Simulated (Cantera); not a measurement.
**Premixed flame**

A freely propagating, adiabatic, planar premixed flame of H₂ : O₂ : N₂ : H₂O = 1 : 0.676 : 2.54 : 0.6 (molar parts), equivalence ratio 0.74, unburnt at 425 K and 3530 Torr; unity-Lewis-number transport, grid criteria slope 0.08 and curve 0.16, no radiation.

Detailed kinetics in Cantera: the H2/O2 subset of GRI-Mech 3.0, which has no nitrogen chemistry. The hydrogen kinetics of GRI-Mech 3.0 are dated; newer H2 mechanisms differ, most at raised pressure. Unity Lewis numbers drop preferential diffusion, which matters most where H2 and H carry the flame. Burning velocities carry a grid error of a few per cent, more on coarse grids.

```
z (mm)   T (K)  u (m/s)      x H₂    x O₂  x H₂O      x OH    x H₂O₂       x O
-------  -----  -------  --------  ------  -----  --------  --------  --------
-0.181     426     1.21     0.208   0.140  0.125     <1e-8   3.91e-7     <1e-8
-0.121     430     1.23     0.207   0.140  0.125     <1e-8   2.38e-6     <1e-8
-0.0906    440     1.25     0.206   0.140  0.127     <1e-8   7.33e-6     <1e-8
-0.0604    491     1.39     0.200   0.137  0.133   1.68e-8   2.97e-5   1.32e-7
-0.0302    777     2.17     0.167   0.120  0.173   1.28e-5  0.000102   1.41e-5
-0.0151   1110     3.02     0.122  0.0989  0.224  0.000442   9.78e-5  0.000250
0         1455     3.87    0.0651  0.0714  0.287   0.00274   1.83e-5   0.00156
0.0151    1661     4.34    0.0291  0.0530  0.327   0.00619   5.77e-6   0.00267
0.0302    1764     4.57    0.0156  0.0459  0.344   0.00754   3.99e-6   0.00247
0.0604    1850     4.76   0.00717  0.0420  0.357   0.00671   2.44e-6   0.00141
0.121     1902     4.88   0.00278  0.0407  0.364   0.00459   1.35e-6  0.000554
0.242     1925     4.93  0.000934  0.0404  0.368   0.00283   6.91e-7  0.000193
0.483     1934     4.95  0.000335  0.0404  0.369   0.00181   3.71e-7   7.58e-5
```
x: mole fraction of selected species; z is measured from the peak of heat release.

```
Property                     Result
------------------------  ---------
laminar burning velocity   121 cm/s
thermal thickness         0.0604 mm
peak x(OH)                  0.00758
peak x(H₂O₂)               0.000113
peak x(O)                   0.00271
grid points                     108
```
